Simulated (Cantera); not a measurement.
Cantera run:

```python
import numpy as np
import cantera as ct

gas_names = """
    C CH CH2 CH3 CH4 C2 C2H C2H2,acetylene C2H2,vinylidene C2H3,vinyl C2H4 C2H5 C2H6 C3 C3H3,propargyl
    C3H4,allene C3H4,propyne C3H4,cyclo- C3H5,allyl C3H6,propylene C3H6,cyclo- C3H7,n-propyl
    C3H7,i-propyl C3H8 C4 C4H2 C4H4,1,3-cyclo- C4H6,butadiene C4H6,2-butyne C4H6,cyclo- C4H8,1-butene
    C4H8,cis2-buten C4H8,tr2-butene C4H8,isobutene C4H8,cyclo- C4H9,n-butyl C4H9,i-butyl C4H9,s-butyl
    C4H9,t-butyl C4H10,isobutane C4H10,n-butane C5 C5H6,1,3cyclo- C5H8,cyclo- C5H10,1-pentene
    C5H10,cyclo- C5H11,pentyl C5H11,t-pentyl C5H12,n-pentane C5H12,i-pentane CH3C(CH3)2CH3 C6H2
    C6H5,phenyl C6H6 C6H10,cyclo- C6H12,1-hexene C6H12,cyclo- C6H13,n-hexyl C7H7,benzyl C7H8
    C7H14,1-heptene C7H15,n-heptyl C7H16,n-heptane C8H8,styrene C8H10,ethylbenz C8H16,1-octene
    C8H17,n-octyl C8H18,isooctane C8H18,n-octane C9H19,n-nonyl C10H8,naphthale C10H21,n-decyl
    C12H9,o-bipheny C12H10,bipheny H H2 Si SiC SiC2 SiC4H12 SiH SiH2 SiH3 SiH4 Si2 Si2C Si3
""".split()
cond_names = """
    C(gr) C6H6(L) C7H8(L) C8H18(L),n-octa Si(cr) Si(L) SiC(b)
""".split()


def load(file, names, dense=False):
    # The tables refer to 1 bar. Condensed volumes are neglected.
    table = {s.name: s for s in ct.Species.list_from_file(file)}
    out = []
    for n in names:
        d = dict(table[n].input_data)
        d["thermo"] = dict(d["thermo"], **{"reference-pressure": 1e5})
        if dense:
            d["equation-of-state"] = {"model": "constant-volume", "density": "1e6 g/cm^3"}
        out.append(ct.Species.from_dict(d))
    return out


gas = ct.Solution(thermo="ideal-gas", species=load("nasa_gas.yaml", gas_names))
cond = {s.name: ct.Solution(thermo="fixed-stoichiometry", species=[s], name=s.name)
        for s in load("nasa_condensed.yaml", cond_names, dense=True)}
atoms = {
    'CH3SiH3': {'C': 1, 'H': 6, 'Si': 1},
    'C2H2': {'C': 2, 'H': 2},
    'H2': {'H': 2},
}
top_T = {'C(gr)': 4500, 'SiC(b)': 3050}  # K; cautious upper limits of use, not melting points


def equilibrate(T, P, feed):
    n = {}
    for name, mol in feed.items():
        for a, k in atoms[name].items():
            n[a] = n.get(a, 0.0) + k * mol
    gas.TPX = T, P, n
    mass = sum(n.values()) * gas.mean_molecular_weight
    gas.equilibrate("TP")
    valid = [c for c in cond.values() if c.min_temp <= T <= top_T.get(c.name, c.max_temp)]
    mix = ct.Mixture([(gas, mass / gas.mean_molecular_weight)] + [(c, 0.0) for c in valid])
    mix.T, mix.P = T, P
    mix.equilibrate("TP", solver="vcs", rtol=1e-11, max_steps=5000)
    return mix


results = []
feed = {'CH3SiH3': 1, 'C2H2': 1.3, 'H2': 140}  # mol
T = 900  # K
P = 1000  # Pa
mix = equilibrate(T, P, feed)
results.append((T, P, feed, dict(zip(mix.species_names, mix.species_moles))))
x = sorted(zip(gas.X, gas.species_names), reverse=True)
print(f"T = {T:g} K  P = {P:g} Pa  gas = {mix.phase_moles(0):.4g} mol")
print("   x: " + "  ".join(f"{s} {v:.3e}" for v, s in x if v > 1e-05))
print("   condensed (mol): " + ("  ".join(f"{mix.phase(i).name} {mix.phase_moles(i):.4g}"
      for i in range(1, mix.n_phases) if mix.phase_moles(i) > 1e-12) or "none"))
```

Output:

```
T = 900 K  P = 1000 Pa  gas = 143.9 mol
   x: H2 9.969e-01  CH4 3.101e-03
   condensed (mol): C(gr) 2.154  SiC(b) 1
```

Equilibrium computed with Cantera from the NASA thermochemical tables; the gas is ideal and each condensed phase is pure. The feed counts by its element totals alone.
